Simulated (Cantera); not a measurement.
An adiabatic, constant-pressure homogeneous reactor starts with CH4 : C2H6 : O2 : N2 : H2O = 1 : 0.28 : 3.01 : 11.3 : 0.66 (molar parts), equivalence ratio 0.99, at 1075 K and 5.20 bar. Integrator tolerance rtol = 1e-08.

Detailed kinetics in Cantera: GRI-Mech 3.0 (53 species, 325 reactions).

Problem. What does this change do: initial temperature 1075 to 975 K?

Solution. 
```json
[
 {"quantity": "time of steepest temperature rise", "before": "9.32 ms", "after": "73.6 ms"},
 {"quantity": "temperature at 0.700 s", "before": "2610 K", "after": "2561 K"},
 {"quantity": "equilibrium temperature", "before": "2610 K", "after": "2561 K"},
 {"quantity": "x(CH4) at 0.700 s", "before": "<1e-12 (gas-phase equilibrium <1e-12)", "after": "<1e-12 (gas-phase equilibrium <1e-12)"},
 {"quantity": "x(C2H6) at 0.700 s", "before": "<1e-12 (gas-phase equilibrium <1e-12)", "after": "<1e-12 (gas-phase equilibrium <1e-12)"},
 {"quantity": "x(O2) at 0.700 s", "before": "0.0107 (gas-phase equilibrium 0.0107)", "after": "0.00953 (gas-phase equilibrium 0.00953)"},
 {"quantity": "x(NO) at 0.700 s", "before": "0.00581 (gas-phase equilibrium 0.00581)", "after": "0.00505 (gas-phase equilibrium 0.00505)"},
 {"quantity": "x(H2O2) at 0.700 s", "before": "4.10e-7 (gas-phase equilibrium 4.10e-7)", "after": "3.54e-7 (gas-phase equilibrium 3.54e-7)"}
]
```
Below about 1000 K GRI-Mech 3.0 lacks low-temperature oxidation paths.

Problem. What does this change do: N2 11.3 to 19 parts?

Solution. 
```
quantity                                                            before                                    after
---------------------------------  ---------------------------------------  ---------------------------------------
time of steepest temperature rise                                  9.32 ms                                  11.6 ms
temperature at 0.700 s                                              2610 K                                   2298 K
equilibrium temperature                                             2610 K                                   2298 K
x(CH4) at 0.700 s                    <1e-12 (gas-phase equilibrium <1e-12)    <1e-12 (gas-phase equilibrium <1e-12)
x(C2H6) at 0.700 s                   <1e-12 (gas-phase equilibrium <1e-12)    <1e-12 (gas-phase equilibrium <1e-12)
x(O2) at 0.700 s                     0.0107 (gas-phase equilibrium 0.0107)  0.00339 (gas-phase equilibrium 0.00339)
x(NO) at 0.700 s                   0.00581 (gas-phase equilibrium 0.00581)  0.00199 (gas-phase equilibrium 0.00199)
x(H2O2) at 0.700 s                 4.10e-7 (gas-phase equilibrium 4.10e-7)  8.26e-8 (gas-phase equilibrium 8.26e-8)
```
